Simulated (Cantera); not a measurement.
Cantera run:

```python
import numpy as np
import cantera as ct

gas_names = """
    CL CL2 H HCL H2 Si SiCL SiCL2 SiCL3 SiCL4 SiH SiHCL3 SiH2 SiH2CL2 SiH3 SiH3CL SiH4 Si2 Si3
""".split()
cond_names = """
    Si(cr) Si(L)
""".split()


# ... load() reads the species with a 1 bar reference pressure and builds the phases ...
atoms = {
    'SiCl4': {'Si': 1, 'CL': 4},
    'HCl': {'H': 1, 'CL': 1},
    'H2': {'H': 2},
}
top_T = {}  # K; cautious upper limits of use, not melting points


# ... equilibrate(T, P, feed) seeds the gas with the atoms and calls Mixture.equilibrate('TP', solver="vcs", rtol=1e-11, max_steps=5000) ...
results = []
feed = {'SiCl4': 1, 'HCl': 4, 'H2': 0.46}  # mol
P = 61000  # Pa
for T in [548, 648, 748, 848, 948, 1048, 1148, 1248, 1348]:
    mix = equilibrate(T, P, feed)
    results.append((T, P, feed, dict(zip(mix.species_names, mix.species_moles))))
    x = sorted(zip(gas.X, gas.species_names), reverse=True)
    print(f"T = {T:g} K  P = {P:g} Pa  gas = {mix.phase_moles(0):.4g} mol")
    print("   x: " + "  ".join(f"{s} {v:.3e}" for v, s in x if v > 1e-05))
    print("   condensed (mol): " + ("  ".join(f"{mix.phase(i).name} {mix.phase_moles(i):.4g}"
          for i in range(1, mix.n_phases) if mix.phase_moles(i) > 1e-12) or "none"))
```

Output:

```
T = 548 K  P = 61000 Pa  gas = 5.46 mol
   x: HCL 7.326e-01  SiCL4 1.832e-01  H2 8.425e-02
   condensed (mol): none
T = 648 K  P = 61000 Pa  gas = 5.46 mol
   x: HCL 7.326e-01  SiCL4 1.831e-01  H2 8.425e-02
   condensed (mol): none
T = 748 K  P = 61000 Pa  gas = 5.46 mol
   x: HCL 7.326e-01  SiCL4 1.831e-01  H2 8.424e-02
   condensed (mol): none
T = 848 K  P = 61000 Pa  gas = 5.46 mol
   x: HCL 7.326e-01  SiCL4 1.831e-01  H2 8.421e-02  SiHCL3 3.414e-05
   condensed (mol): none
T = 948 K  P = 61000 Pa  gas = 5.46 mol
   x: HCL 7.327e-01  SiCL4 1.831e-01  H2 8.415e-02  SiHCL3 9.468e-05
   condensed (mol): none
T = 1048 K  P = 61000 Pa  gas = 5.46 mol
   x: HCL 7.328e-01  SiCL4 1.829e-01  H2 8.402e-02  SiHCL3 2.145e-04  SiCL3 2.969e-05
   condensed (mol): none
T = 1148 K  P = 61000 Pa  gas = 5.46 mol
   x: HCL 7.331e-01  SiCL4 1.825e-01  H2 8.374e-02  SiHCL3 4.183e-04  SiCL3 1.683e-04
   condensed (mol): none
T = 1248 K  P = 61000 Pa  gas = 5.462 mol
   x: HCL 7.338e-01  SiCL4 1.816e-01  H2 8.312e-02  SiHCL3 7.245e-04  SiCL3 7.132e-04  SiCL2 2.021e-05
   condensed (mol): none
T = 1348 K  P = 61000 Pa  gas = 5.467 mol
   x: HCL 7.354e-01  SiCL4 1.792e-01  H2 8.165e-02  SiCL3 2.389e-03  SiHCL3 1.129e-03  SiCL2 1.599e-04
   condensed (mol): none
```

These are equilibrium values from Cantera (NASA tables, ideal gas, pure condensed phases), not measurements of a reactor. The tables' values for SiCl3 are old estimates; treat these amounts as uncertain.
